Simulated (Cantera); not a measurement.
A Cantera script and its output.

```python
import numpy as np
import cantera as ct

gas = ct.Solution("gri30.yaml")
gas.TPX = 1550, 140000, {'NO': 1, 'N2': 0.29}
reactor = ct.IdealGasConstPressureReactor(gas, energy="off", clone=False)
net = ct.ReactorNet([reactor])
net.rtol, net.atol = 1e-08, 1e-18
show = ['NO', 'O2', 'N2', 'N2O', 'O']
times = np.geomspace(0.0003, 100, 10)

steps = ct.SolutionArray(gas, extra=["t"])
rows = []
print(f"{'t/s':>10s}{'T/K':>9s}{'P/Pa':>11s}" + "".join(f"{s:>11s}" for s in show))
for t in times:
    while net.time < t:
        t_next = net.step()
        steps.append(gas.state, t=t_next)
    rows.append([np.interp(t, steps.t, y) for y in (steps.T, steps.P, *steps(*show).X.T)])
    print(f"{t:10.3e}{rows[-1][0]:9.1f}{rows[-1][1]:11.4g}" + "".join(f"{x:11.3e}" for x in rows[-1][2:]))
rate = np.gradient(steps.T, steps.t)
print("integrator steps:", len(steps.t))
if steps.T.max() > steps.T[0] + 200:
    print(f"time of steepest temperature rise: {steps.t[rate.argmax()]:.4e} s")
gas.TPX = 1550, 140000, {'NO': 1, 'N2': 0.29}
gas.equilibrate("TP")
print(f"equilibrium (TP): T = {gas.T:.1f} K  " + "  ".join(f"{s} {gas[s].X[0]:.3e}" for s in show))
```

Output:

```
       t/s      T/K       P/Pa         NO         O2         N2        N2O          O
 3.000e-04   1550.0    1.4e+05  7.752e-01  2.922e-09  2.248e-01  4.287e-06  5.087e-08
 1.232e-03   1550.0    1.4e+05  7.752e-01  3.678e-08  2.248e-01  1.708e-05  6.364e-08
 5.063e-03   1550.0    1.4e+05  7.750e-01  9.164e-07  2.248e-01  6.200e-05  1.182e-07
 2.080e-02   1550.0    1.4e+05  7.744e-01  4.079e-05  2.250e-01  1.620e-04  3.228e-07
 8.545e-02   1550.0    1.4e+05  7.724e-01  7.938e-04  2.259e-01  2.134e-04  5.270e-07
 3.511e-01   1550.0    1.4e+05  7.647e-01  4.480e-03  2.297e-01  2.096e-04  6.695e-07
 1.442e+00   1550.0    1.4e+05  7.349e-01  1.905e-02  2.446e-01  1.929e-04  1.050e-06
 5.925e+00   1550.0    1.4e+05  6.334e-01  6.925e-02  2.952e-01  1.422e-04  1.822e-06
 2.434e+01   1550.0    1.4e+05  4.029e-01  1.844e-01  4.105e-01  5.703e-05  2.891e-06
 1.000e+02   1550.0    1.4e+05  1.577e-01  3.079e-01  5.334e-01  8.745e-06  3.704e-06
integrator steps: 1144
equilibrium (TP): T = 1550.0 K  NO 1.862e-03  O2 3.867e-01  N2 6.115e-01  N2O 1.173e-07  O 4.139e-06
```

Detailed kinetics in Cantera: GRI-Mech 3.0 (53 species, 325 reactions).
